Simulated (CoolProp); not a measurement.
Vapour-liquid equilibrium of CF4 (R14) (1) + ethane (2) at 761 kPa; x and y are mole fractions of (1).

Computed with CoolProp (multi-fluid Helmholtz-energy mixture model, Platzer 1990 and Bücker 2006; pair parameters Bell 2016). This equation is an older, rougher fit; its heat capacities, sound speeds and derivatives of the liquid may be far off and weren't checked against measurements.

Q: Give the bubble temperature and the first vapour's composition at x = 0.05, 0.425, 0.575. Is there an azeotrope?

A: x = 0.05: 213.0 K, y = 0.490; x = 0.425: 187.7 K, y = 0.847; x = 0.575: 186.6 K, y = 0.862. No azeotrope shows between x = 0.05 and 0.95.

The pair parameters rest on a limited set of measurements; away from them the model extrapolates. With so large a gap from Raoult's law the liquid may split in two, which this calculation doesn't test in full.
